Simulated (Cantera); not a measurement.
A closed system holds: 1 mol AlN, a varied amount of HCl, 1.4 mol N2, at 773.15 K and 0.0920 bar.

Method: chemical equilibrium by Gibbs-energy minimisation in Cantera with the NASA 1993 tables (ideal gas, pure condensed phases). Candidate condensed phases: Al, AlCl3, AlN, NH4Cl; 20 gas species. Equilibrium is a limit: real reactors are often held back by kinetics, nucleation or transport.

x: gas mole fraction; n: condensed amount in mol.

| n(HCl) (mol) | x N2 | x H2 | x AlCl3 | x HCl | x Al2Cl6 | n AlN(s) |
|---|---|---|---|---|---|---|
| 0.076 | 0.954 | 0.0177 | 0.0116 | 0.0161 | 7.73e-5 | 0.983 |
| 0.26 | 0.863 | ___ | ___ | ___ | ___ | 0.937 |
| 0.43 | 0.796 | 0.0883 | 0.0554 | 0.0588 | 0.00175 | 0.892 |
| 0.61 | 0.737 | 0.116 | 0.0715 | 0.0724 | 0.00292 | 0.845 |
| 0.79 | 0.688 | ___ | ___ | ___ | ___ | 0.797 |
| 0.97 | 0.647 | 0.160 | 0.0960 | 0.0918 | 0.00526 | 0.749 |
| 1.2 | 0.603 | 0.182 | 0.108 | 0.101 | 0.00666 | 0.687 |
| 1.3 | 0.586 | 0.190 | 0.113 | 0.104 | 0.00723 | 0.660 |
| 1.5 | 0.555 | 0.206 | 0.121 | 0.110 | 0.00831 | 0.605 |
| 1.7 | 0.529 | 0.220 | 0.128 | 0.114 | 0.00931 | 0.550 |

**Question.** Some entries are withheld; supply them.

**Answer.** 
- 0.79, x H2: 0.140
- 0.79, x AlCl3: 0.0848
- 0.79, x HCl: 0.0831
- 0.79, x Al2Cl6: 0.00411
- 0.26, x H2: 0.0574
- 0.26, x AlCl3: 0.0367
- 0.26, x HCl: 0.0419
- 0.26, x Al2Cl6: 0.000771
